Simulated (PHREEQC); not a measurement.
A solution holds 0.048 mol/kgw NaHS and 0.006 mol/kgw NaBF4, at 93 °C. Closed to the air; pH follows from the charge balance.

Model: ion-association model, phreeqc.dat, run in PHREEQC.

This is a speciation only: nothing precipitates in the calculation.

What pH, density, ionic strength does the model give?

pH 6.63; density 0.965 g/cm³; ionic strength 0.0536 mol/kgw.

In which forms is F present?

F- 97 %, NaF 1.8 % of the F.

Away from 25 °C the constants follow the database's enthalpies or fits; those with neither stay at their 25 °C values. Real BF4- forms and hydrolyses slowly; the run takes it at equilibrium.
